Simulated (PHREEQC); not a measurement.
A column of 0.2 m (30 cells, dispersivity 0.01 m, 300 s a shift, diffusion coefficient 3e-10 m²/s) holds 0.043 eq of the database's cation exchanger X per kg of pore water, first in equilibrium with 0.0029 mol/kgw MnCl2, 0.0077 mol/kgw KBr and 1e-05 mol/kgw HCl. It is flushed with 0.0008 mol/kgw PbCl2, 0.011 mol/kgw CdCl2, 0.051 mol/kgw KCl and 1e-05 mol/kgw HCl, at 25 °C. Values are for the last cell. No CO2 enters from the air. Precipitation was switched off in this run.

The series has 31 steps of pore volumes, from 0 to 4.017.

Computed with PHREEQC (ion-association model, phreeqc.dat).

### Question
After how many pore volumes does Cd at the outlet first reach half of its feed value?

### Answer
By 1.4 pore volumes.

### Question
After how many pore volumes does Pb at the outlet first reach half of its feed value?

### Answer
By 2.0 pore volumes.
